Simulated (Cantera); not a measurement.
Low-pressure radical oxidation in H2/O2

A perfectly stirred reactor is fed with H₂ : O₂ = 0.26 : 1 (molar parts), at 2670 Pa; it is held at 1350 K, and followed from long to short residence time.

Computed with Cantera and GRI-Mech 3.0 (53 species, 325 reactions). Radical loss at walls, strong at low pressure, is not modelled. The temperature is held fixed by assumption; the heat of reaction is taken as removed at once.

```csv
τ (s),x H₂,x O₂,x HO₂,x OH,x H₂O,x H₂O₂
1.8,0.000245,0.768,2.89e-6,0.00221,0.228,1.60e-7
0.71,0.000450,0.766,4.41e-6,0.00302,0.227,2.17e-7
0.29,0.000802,0.764,6.28e-6,0.00406,0.226,2.85e-7
0.12,0.00140,0.761,8.37e-6,0.00541,0.224,3.62e-7
0.046,0.00253,0.754,1.06e-5,0.00731,0.219,4.51e-7
0.019,0.00424,0.743,1.22e-5,0.00947,0.211,5.21e-7
0.0075,0.00694,0.726,1.31e-5,0.0120,0.199,5.64e-7
0.0030,0.0105,0.706,1.31e-5,0.0143,0.182,5.70e-7
0.0012,0.0154,0.690,1.27e-5,0.0161,0.164,5.70e-7
```
x: mole fraction; the columns are a selection and need not sum to one.
